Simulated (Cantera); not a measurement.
A closed system holds: 1 mol CaCO3, 0.14 mol O2, 0.025 mol C, at 0.0133 bar.

Equilibrium computed with Cantera from the NASA thermochemical tables; the gas is ideal and each condensed phase is pure. Candidate condensed phases: C, Ca, CaCO3, CaO; 15 gas species. Kinetics and transport are ignored.

Task: Which condensed phases are stable at each of these points (T (K)): 773, 798, 823, 848, 873, 898, 923, 948, 973, 998?

Result: 
| T (K) | condensed phases | Ca condensed (%) |
|---|---|---|
| 773 | CaCO3(calcite) | 100.0 |
| 798 | CaCO3(calcite) | 100.0 |
| 823 | CaCO3(calcite) | 100.0 |
| 848 | CaCO3(calcite) | 100.0 |
| 873 | CaCO3(calcite) + CaO(s) | 100.0 |
| 898 | CaCO3(calcite) + CaO(s) | 100.0 |
| 923 | CaCO3(calcite) + CaO(s) | 100.0 |
| 948 | CaO(s) | 100.0 |
| 973 | CaO(s) | 100.0 |
| 998 | CaO(s) | 100.0 |

From 773 K to 848 K the condensed part is CaCO3(calcite). From 873 K to 923 K the condensed part is CaCO3(calcite) + CaO(s). From 948 K to 998 K the condensed part is CaO(s).
